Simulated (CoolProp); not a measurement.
Computed with CoolProp (reference Helmholtz-energy equation of state, Thol 2021).

Q: Give the vapour pressure (MPa), liquid density (kg/m³), vapour density (kg/m³), enthalpy of vaporisation (kJ/kg) of saturated chlorine at 131.45 °C.

A: 
| T (°C) | p (MPa) | liquid density (kg/m³) | vapour density (kg/m³) | enthalpy of vaporisation (kJ/kg) |
|---|---|---|---|---|
| 131.45 | 6.39 | 904 | 265 | 102 |
